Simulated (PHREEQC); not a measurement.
# Brine: an equilibrium model

Solution (16 °C): 1.4 mol KCl, 0.59 mol K2SO4 and 0.78 mol MgCl2 per kg of water. Closed to the air; pH follows from the charge balance.

The numbers come from PHREEQC with the Pitzer model, pitzer.dat.

This is a speciation only: nothing precipitates in the calculation.

Task: Estimate the activity of water, density.

Result: activity of water 0.885; density 1.175 g/cm³.

Examples of supersaturated solids here: Arcanite. Others may be too. Complexes and solids missing from the database can't appear.
